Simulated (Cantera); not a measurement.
Charge: 1 mol V, 1.7 mol N₂O, 31 mol H₂, at 0.0188 Torr.

Equilibrium computed with Cantera from the NASA thermochemical tables; the gas is ideal and each condensed phase is pure. Candidate condensed phases: H₂O, V, VN, VO, V₂O₃, V₂O₄, V₂O₅; 28 gas species. Condensed phases not in the tables: the oxides between V₂O₃ and V₂O₅ other than VO₂. The numbers say what is thermodynamically allowed, not how fast it happens. All values below are at 1598 K.

Base state: H₂ 0.932, N₂ 0.0517, H 0.0103, H₂O 0.00599, VO₂ 0.000211, VO 2.80e-5 (mole fractions); condensed: V₂O₃(s).

What changes in the equilibrium state with this change: pressure from 0.0188 Torr to 28.5 Torr?


```csv
species,before,after
H₂,0.932,0.942
N₂,0.0517,0.0520
H₂O,0.00599,0.00612
H,0.0103,0.000265
VO₂,0.000211,1.40e-7
VO,2.80e-5,1.84e-8
"V₂O₃(s), mol",0.496,0.500
```

What changes in the equilibrium state with this change: N₂O from 1.7 to 6.5 mol?


```
species         before    after
------------  --------  -------
H₂               0.932    0.686
N₂              0.0517    0.172
H₂O            0.00599    0.132
H               0.0103  0.00882
VO₂           0.000211  0.00116
OH             2.57e-6  6.60e-5
VO             2.80e-5  5.13e-6
V₂O₃(s), mol     0.496    0.478
```
